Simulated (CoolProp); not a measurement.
Sulfur hexafluoride along the isobar 13200 kPa: density (kg/m³) from the reference equation and from simpler models built on Tc = 318.7 K, pc = 3755 kPa, ω = 0.210; each cubic takes its own stable root.

The numbers come from the reference Helmholtz-energy equation of state, Guder 2009 in CoolProp.

```tsv
T (K)	phase	reference
262.9	liquid	1731
292.7	liquid	1585
322.5	supercritical	1416
352.3	supercritical	1219
382.1	supercritical	1005
412	supercritical	816.1
441.8	supercritical	681.0
471.6	supercritical	587.9
501.4	supercritical	521.2
531.2	supercritical	471.1
561	supercritical	431.8
```

### Question
How far does each simpler model (van der Waals, Soave-Redlich-Kwong, Peng-Robinson) lie from the reference over these 11 states: mean and median of the absolute difference, and the worst?

### Answer
- van der Waals: mean 15.2 %, median 12.5 %, worst -30.0 % at 262.9 K and 13200 kPa
- Soave-Redlich-Kwong: mean 4.8 %, median 4.3 %, worst -7.5 % at 382.1 K and 13200 kPa
- Peng-Robinson: mean 2.7 %, median 1.4 %, worst +9.1 % at 262.9 K and 13200 kPa
